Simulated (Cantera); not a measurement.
Input: 1 mol Fe3O4, 1400 mol H2, 6.8 mol H2O, held at 133 Pa.

Equilibrium computed with Cantera from the NASA thermochemical tables; the gas is ideal and each condensed phase is pure. Candidate condensed phases: Fe, FeO, Fe(OH)2, Fe(OH)3, Fe2O3, Fe3O4, H2O; 12 gas species. Kinetics and transport are ignored.

Task: Which condensed phases are stable at each of these points (T (°C)): 450, 600, 750, 900, 1050, 1200, 1350, 1500, 1650, 1800, 1950?

Result: 
```tsv
T (°C)	condensed phases	Fe condensed (%)
450	Fe(α)	100.0
600	Fe(α)	100.0
750	Fe(α)	100.0
900	Fe(α)	100.0
1050	Fe(γ)	99.9
1200	Fe(γ)	97.1
1350	Fe(γ)	41.1
1500	gas only	0.0
1650	gas only	0.0
1800	gas only	0.0
1950	gas only	0.0
```

From 450 °C to 900 °C the condensed part is Fe(α). From 1050 °C to 1350 °C the condensed part is Fe(γ). From 1500 °C to 1950 °C nothing is condensed.
